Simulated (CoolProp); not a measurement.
200 sccm (0 °C, 1 atm) of nitrogen bubbles through liquid dimethyl carbonate at 300.4 K and leaves saturated at a total pressure of 0.115 MPa (ideal gas phase). Each further row changes one setting.

Values from CoolProp's reference Helmholtz-energy equation of state, Zhou 2011.

```tsv
case	vapour pressure (kPa)	mole fraction of vapour	delivery (mg/min)	delivery (sccm)	change of delivery for a bath 1 K warmer (%)
as stated	8.15	[?]	61.3	[?]	5.6
bath temperature 305.4 K	10.4	0.0907	[?]	[?]	[?]
total pressure 0.23 MPa	8.15	0.0354	29.5	[?]	[?]
```

Problem. Fill in the missing entries.

Solution. 
- as stated, mole fraction of vapour: 0.0708
- as stated, delivery (sccm): 15.2
- bath temperature 305.4 K, delivery (mg/min): 80.1
- bath temperature 305.4 K, delivery (sccm): 19.9
- bath temperature 305.4 K, change of delivery for a bath 1 K warmer (%): 5.5
- total pressure 0.23 MPa, delivery (sccm): 7.34
- total pressure 0.23 MPa, change of delivery for a bath 1 K warmer (%): 5.3
